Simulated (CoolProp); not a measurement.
Saturated liquid density (kg/m³) of propylene: the reference equation beside estimates from Tc = 364.2 K, pc = 4.555 MPa, ω = 0.146. Rackett uses Z = 0.29056 − 0.08775 ω.

Values from CoolProp's reference Helmholtz-energy equation of state, Lemmon 2013.

```csv
T (K),reference,Rackett,van der Waals,Soave-Redlich-Kwong,Peng-Robinson
290.7,518.8,512.8,326.9,474.0,537.8
297.4,507.6,501.7,319.5,460.8,522.8
304,495.9,490.2,311.9,447.0,507.0
310.6,483.6,478.1,303.7,432.2,490.1
317.3,470.2,465.0,294.9,416.1,471.6
323.9,456.0,451.2,285.6,399.0,451.8
330.6,440.2,435.9,275.3,380.0,429.7
337.2,422.8,419.1,264.1,359.4,405.5
343.8,402.9,399.9,251.4,336.0,378.1
```

Absolute difference from the reference over all 9 rows, mean and median: Rackett 1.0 and 1.1 %, van der Waals 37.3 and 37.3 %, Soave-Redlich-Kwong 12.0 and 11.5 %, Peng-Robinson 2.7 and 2.4 %.
